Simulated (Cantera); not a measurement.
**Metals in furnace atmospheres: Ti + CO + H2**

Input: 1 mol Ti, 12 mol CO, 1.9 mol H2, equilibrated at 0.00133 bar.

These are equilibrium values from Cantera (NASA tables, ideal gas, pure condensed phases), not measurements of a reactor. Candidate condensed phases: C, C6H6, C7H8, C8H18, H2O, Ti, TiC, TiO, TiO2, Ti2O3, Ti3O5, Ti4O7; 113 gas species. Mutual solubility and eutectic melting of coexisting phases are not modelled. TiC: taken at fixed stoichiometry. Condensed phases not in the tables: Magnéli phases beyond Ti4O7. Equilibrium is a limit: real reactors are often held back by kinetics, nucleation or transport.

```csv
T (°C),log p CO,log p H2,log p H,log p CO2,n C(graphite),n TiO2(rutile),n Ti4O7(s),n TiC(s),n Ti3O5(s),n Ti2O3(s)
775,-2.95,-3.67,-9.95,-6.56,2.00,1.00,0,0,0,0
850,-2.95,-3.68,-9.21,-7.12,1.75,0,0.250,0,0,0
925,-2.94,-3.72,-8.58,-7.55,0,0,0,0.625,0.125,0
1000,-2.94,-3.72,-8.01,-7.58,0,0,0,0.600,0,0.200
1075,-2.94,-3.72,-7.50,-7.60,0,0,0,0.600,0,0.200
1150,-2.94,-3.72,-7.04,-7.62,0,0,0,0.600,0,0.200
1225,-2.94,-3.72,-6.63,-7.64,0,0,0,0.600,0,0.200
1300,-2.94,-3.72,-6.25,-7.66,0,0,0,0.600,0,0.200
1375,-2.94,-3.72,-5.91,-7.68,0,0,0,0.600,0,0.200
```
log p: log10 of the partial pressure in bar; n: condensed amount in mol.

At 775 °C the condensed part is C(graphite) + TiO2(rutile). At 850 °C the condensed part is C(graphite) + Ti4O7(s). At 925 °C the condensed part is TiC(s) + Ti3O5(s). From 1000 °C to 1375 °C the condensed part is TiC(s) + Ti2O3(s).
